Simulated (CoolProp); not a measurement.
Values from CoolProp's reference Helmholtz-energy equation of state, Lemmon and Jacobsen 2000.

**Question.** Give the vapour pressure (MPa), vapour Z, liquid viscosity (µPa s), liquid conductivity (mW/(m K)) of saturated R143a at 217.1, 221.8 K.

**Answer.** 
| T (K) | p (MPa) | vapour Z | liquid viscosity (µPa s) | liquid conductivity (mW/(m K)) |
|---|---|---|---|---|
| 217.1 | 0.0654 | 0.963 | 238 | 106 |
| 221.8 | 0.0830 | 0.957 | 227 | 104 |

Viscosity comes from a separate model (Klein 1997), an estimate that may be off by 10 % or more. Thermal conductivity comes from a separate model (McLinden 2000), an estimate that may be off by 10 % or more.
